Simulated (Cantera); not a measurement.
A Cantera script and its output.

```python
import numpy as np
import cantera as ct

gas = ct.Solution("h2o2.yaml")
gas.TPX = 450, 150000, {'H2': 1, 'O2': 0.294, 'N2': 1.2}
flame = ct.FreeFlame(gas, width=0.03)
flame.set_refine_criteria(ratio=3, slope=0.08, curve=0.16)
flame.transport_model = "mixture-averaged"
flame.solve(loglevel=0, auto=True)
z, T = flame.grid, flame.T
thick = (T[-1] - T[0]) / np.gradient(T, z).max()
show = ['H2', 'O2', 'HO2', 'O', 'H', 'OH']
print(f"laminar burning velocity  {flame.velocity[0] * 100:.3f} cm/s")
print(f"burnt temperature         {T[-1]:.1f} K")
print(f"thermal thickness         {thick * 1e3:.4f} mm")
print(f"grid points               {len(z)}")
z0 = z[flame.heat_release_rate.argmax()]
print(f"{'z/mm':>9s}{'T/K':>9s}{'u/(m/s)':>9s}" + "".join(f"{s:>11s}" for s in show))
rows = []
for k in (-3, -2, -1.5, -1, -0.5, -0.25, 0, 0.25, 0.5, 1, 2, 4, 8):
    zz = z0 + k * thick
    rows.append([k * thick, np.interp(zz, z, T), np.interp(zz, z, flame.velocity),
                 *(np.interp(zz, z, flame.X[gas.species_index(s)]) for s in show)])
    print(f"{rows[-1][0] * 1e3:9.3f}{rows[-1][1]:9.1f}{rows[-1][2]:9.3f}" + "".join(f"{x:11.3e}" for x in rows[-1][3:]))
```

Result:

```
laminar burning velocity  543.701 cm/s
burnt temperature         2221.8 K
thermal thickness         0.2352 mm
grid points               119
     z/mm      T/K  u/(m/s)         H2         O2        HO2          O          H         OH
   -0.706    450.0    5.437  4.010e-01  1.179e-01  1.474e-12  1.251e-13  8.412e-16  1.373e-15
   -0.470    450.0    5.437  4.010e-01  1.179e-01  1.907e-10  1.196e-11  8.321e-14  1.314e-13
   -0.353    450.0    5.437  4.010e-01  1.179e-01  3.833e-09  1.883e-10  1.462e-12  2.093e-12
   -0.235    450.1    5.437  4.008e-01  1.179e-01  1.936e-07  5.972e-09  2.949e-10  1.163e-10
   -0.118    477.5    5.722  3.950e-01  1.184e-01  2.764e-04  5.840e-06  5.357e-05  4.638e-05
   -0.059    760.8    8.854  3.581e-01  1.115e-01  2.959e-04  2.484e-04  5.613e-03  9.454e-04
    0.000   1189.7   13.446  2.727e-01  7.903e-02  1.139e-04  2.567e-03  3.358e-02  2.034e-03
    0.059   1485.5   16.618  1.888e-01  2.961e-02  3.913e-05  4.180e-03  6.338e-02  4.458e-03
    0.118   1625.8   18.089  1.579e-01  8.465e-03  1.077e-05  3.038e-03  7.091e-02  5.461e-03
    0.235   1752.5   19.356  1.539e-01  1.773e-03  2.209e-06  1.999e-03  6.319e-02  6.008e-03
    0.470   1872.4   20.510  1.608e-01  9.508e-04  1.171e-06  1.369e-03  4.899e-02  5.907e-03
    0.941   1984.1   21.555  1.679e-01  5.302e-04  6.658e-07  7.910e-04  3.500e-02  5.150e-03
    1.882   2075.5   22.388  1.737e-01  2.494e-04  3.377e-07  3.805e-04  2.323e-02  3.957e-03
```

Model: the H2/O2 subset of GRI-Mech 3.0, which has no nitrogen chemistry, integrated in Cantera. Burning velocities carry a grid error of a few per cent, more on coarse grids.
